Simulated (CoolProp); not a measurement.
A simple Rankine cycle with c-C4F8 (RC318): condensing at 316.15 K, boiler at 2.04 MPa, turbine inlet 499 K, turbine efficiency 0.65, pump efficiency 0.7, no recuperator. Each further row changes one setting.

Computed with CoolProp (reference Helmholtz-energy equation of state, Platzer 1990). This equation is an older, rougher fit; its heat capacities, sound speeds and derivatives of the liquid may be far off and weren't checked against measurements.

```json
[
 {"case": "as stated", "thermal efficiency (%)": "5.7", "net work (kJ/kg)": "14.9", "heat in (kJ/kg)": "262", "turbine exit temperature (K)": "476.9", "volume ratio over the turbine": "3.91"},
 {"case": "condensing temperature 308.15 K", "thermal efficiency (%)": "6.5", "net work (kJ/kg)": "17.6", "heat in (kJ/kg)": "272", "turbine exit temperature (K)": "473.6", "volume ratio over the turbine": "4.92"},
 {"case": "boiler pressure 1.43 MPa", "thermal efficiency (%)": "4.3", "net work (kJ/kg)": "11.4", "heat in (kJ/kg)": "266", "turbine exit temperature (K)": "483.5", "volume ratio over the turbine": "2.70"},
 {"case": "turbine efficiency 0.55", "thermal efficiency (%)": "4.7", "net work (kJ/kg)": "12.4", "heat in (kJ/kg)": "262", "turbine exit temperature (K)": "479.3", "volume ratio over the turbine": "3.93"}
]
```
